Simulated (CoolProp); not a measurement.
Saturation properties of R125 (Tc = 339.2 K, pc = 3.618 MPa, ω = 0.305).

Computed with CoolProp (reference Helmholtz-energy equation of state, Lemmon 2005).

| T (K) | p (MPa) | enthalpy of vaporisation (kJ/kg) | vapour Z | surface tension (mN/m) | liquid conductivity (mW/(m K)) |
|---|---|---|---|---|---|
| 255.4 | 0.3666 | 145.9 | 0.8960 | 9.31 | 77.5 |
| 265.4 | 0.5208 | 139.0 | 0.8676 | 7.96 | 73.2 |
| 275.5 | 0.7217 | 131.3 | 0.8340 | 6.63 | 68.8 |
| 285.5 | 0.9729 | 122.8 | 0.7952 | 5.37 | 64.6 |
| 295.6 | 1.288 | 113.1 | 0.7494 | 4.15 | 60.5 |
| 305.6 | 1.669 | 101.9 | 0.6963 | 3.00 | 56.4 |
| 315.7 | 2.134 | 88.32 | 0.6322 | 1.93 | 52.3 |
| 325.7 | 2.687 | 70.94 | 0.5514 | 0.971 | 48.2 |

It boils at 225.1 K under 1 atm.

Thermal conductivity comes from a separate model (Perkins 2006). Surface tension comes from a separate correlation (Mulero 2012).
